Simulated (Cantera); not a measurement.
## Silicon epitaxy and polysilicon growth: SiCl₄ + N₂

Input: 1 mol SiCl₄, 33 mol N₂, equilibrated at 1625 K and 0.00110 bar.

Equilibrium computed with Cantera from the NASA thermochemical tables; the gas is ideal and each condensed phase is pure. Candidate condensed phases: Si, Si₃N₄; 13 gas species. The tables' values for SiCl₃ are old estimates; treat these amounts as uncertain. Equilibrium is a limit: real reactors are often held back by kinetics, nucleation or transport.

```
Quantity                             Result
--------------------------------  ---------
x(N₂)                                 0.943
x(Cl)                                0.0282
x(SiCl₄)                             0.0109
x(SiCl₂)                             0.0106
x(SiCl₃)                            0.00706
x(Cl₂)                              5.42e-5
gas amount                        34.99 mol
log10 activity of Si(s) (absent)      -4.97
```
